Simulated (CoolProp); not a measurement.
Vapour-liquid equilibrium of CHF3 (R23) (1) + C2F6 (R116) (2) at 1.16 bar; x and y are mole fractions of (1).

Computed with CoolProp (multi-fluid Helmholtz-energy mixture model, Penoncello 2003 and Lemmon 2006; pair parameters Bell 2016).

### Question
Give the bubble temperature and the first vapour's composition at x = 0.5, 0.65, 0.875. Is there an azeotrope?

### Answer
x = 0.5: 187.9 K, y = 0.556; x = 0.65: 187.9 K, y = 0.588; x = 0.875: 189.3 K, y = 0.715. y crosses x between x = 0.5 and 0.575: the model has an azeotrope there.

The pair parameters rest on a limited set of measurements; away from them the model extrapolates.
